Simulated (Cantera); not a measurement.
**CaF2 + O2 + N2 (halide evaporation, hydrolysis and transport)**

Input: 1 mol CaF2, 1.3 mol O2, 3.5 mol N2, at 1773 K and 0.100 bar.

Cantera equilibrium calculation (NASA polynomials, part measured and part estimated; ideal gas, pure solids and liquids). Candidate condensed phases: Ca, CaF2, CaO; 22 gas species. Kinetics and transport are ignored.

```
Item                                  Value
--------------------------------  ---------
x(N2)                                 0.725
x(O2)                                 0.268
x(NO)                               0.00410
x(CaF2)                             0.00243
x(O)                               0.000154
x(NO2)                              3.92e-6
x(F)                                1.85e-6
n(CaF2(l))                        0.988 mol
gas amount                        4.812 mol
log10 activity of Ca(l) (absent)     -12.33
```
